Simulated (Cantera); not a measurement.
Input: 1 mol SiH₂Cl₂, 23 mol N₂, at 56.0 Pa.

Method: chemical equilibrium by Gibbs-energy minimisation in Cantera with the NASA 1993 tables (ideal gas, pure condensed phases). Candidate condensed phases: NH₄Cl, Si, Si₃N₄; 28 gas species. N₂ is the only nitrogen source here; it is nearly inert below about 1500 K, so the nitride shown seldom forms there in practice. The tables' values for SiCl₃ are old estimates; treat these amounts as uncertain. Equilibrium is a limit: real reactors are often held back by kinetics, nucleation or transport. All values below are at 750 °C.

Base state: N₂ 0.922, HCl 0.0638, H₂ 0.00928, SiCl₄ 0.00459, SiCl₃ 5.76e-5, SiCl₂ 1.53e-5 (mole fractions); condensed: Si₃N₄(s).

Q: What changes in the equilibrium state with this change: SiH₂Cl₂ replaced by SiHCl₃?

A: 
| species | before | after |
|---|---|---|
| N₂ | 0.922 | 0.939 |
| HCl | 0.0638 | 0.0383 |
| SiCl₄ | 0.00459 | 0.0213 |
| H₂ | 0.00928 | 0.00154 |
| SiCl₃ | 5.76e-5 | 0.000182 |
| SiCl₂ | 1.53e-5 | 3.27e-5 |
| Si₃N₄(s), mol | 0.296 | 0.160 |
